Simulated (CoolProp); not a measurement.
Vapour-liquid equilibrium of nitrogen (1) + oxygen (2) at 13.6 bar; x and y are mole fractions of (1).

The numbers come from the multi-fluid Helmholtz-energy mixture model, Span 2000 and Schmidt 1985; pair parameters Gernert 2013 in CoolProp.

| x | bubble temperature, mixture model (K) | bubble temperature, Raoult's law (K) | y, mixture model | y, Raoult's law |
|---|---|---|---|---|
| 0.05 | 123.9 | 123.9 | ___ | 0.112 |
| 0.125 | 122.1 | 122.1 | 0.226 | 0.257 |
| 0.2 | 120.5 | 120.5 | 0.336 | 0.379 |
| 0.275 | 119.1 | 119.1 | 0.432 | 0.484 |
| 0.35 | 117.7 | 117.7 | ___ | 0.574 |
| 0.425 | 116.5 | 116.4 | 0.593 | 0.652 |
| 0.5 | ___ | 115.2 | ___ | 0.719 |
| 0.575 | 114.2 | 114.0 | 0.723 | 0.778 |
| 0.65 | 113.2 | 113.0 | 0.781 | 0.829 |
| 0.725 | ___ | 112.0 | 0.834 | 0.874 |
| 0.8 | 111.2 | 111.0 | 0.883 | 0.914 |
| 0.875 | 110.2 | 110.1 | ___ | 0.950 |
| 0.95 | 109.3 | 109.3 | ___ | 0.981 |

Task: What belongs in the gaps?

Result: 
- 0.05, y, mixture model: 0.098
- 0.35, y, mixture model: 0.517
- 0.5, bubble temperature, mixture model (K): 115.3
- 0.5, y, mixture model: 0.661
- 0.725, bubble temperature, mixture model (K): 112.1
- 0.875, y, mixture model: 0.930
- 0.95, y, mixture model: 0.973

The largest gap from Raoult's law is +0.2 K in bubble temperature, at x = 0.65. No azeotrope shows between x = 0.05 and 0.95.

The pair parameters rest on a limited set of measurements; away from them the model extrapolates.
